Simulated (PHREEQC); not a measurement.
Dissolve 0.13 mol Al(NO3)3, 0.11 mol NaOH and 0.031 mol H2SO4 per kg of water at 20 °C. Closed to the air; pH follows from the charge balance.

Equilibrium calculation in PHREEQC: ion-association model, wateq4f.dat.

The pH is 5.24. The ionic strength comes out as 0.636 mol/kgw and the activity of water is 0.989. The total alkalinity is 48.0 meq/kg.

| species | molality | activity | log γ |
|---|---|---|---|
| NO3- | 0.390 | 0.232 | -0.226 |
| Na+ | 0.110 | 0.0776 | -0.149 |
| Al+3 | 0.0660 | 0.00545 | -1.083 |
| AlOH+2 | 0.0310 | 0.00664 | -0.669 |
| AlSO4+ | 0.0239 | 0.0156 | -0.185 |
| Al(OH)2+ | 0.00830 | 0.00565 | -0.167 |
| SO4-2 | 0.00513 | 0.000967 | -0.725 |
| Al(SO4)2- | 0.000714 | 0.000466 | -0.185 |
| NaSO4- | 0.000535 | 0.000364 | -0.167 |

Precipitation was switched off in this run. The solution is supersaturated, for example in Basaluminite, Al(OH)3(a), so a real one may precipitate; this is no full list.
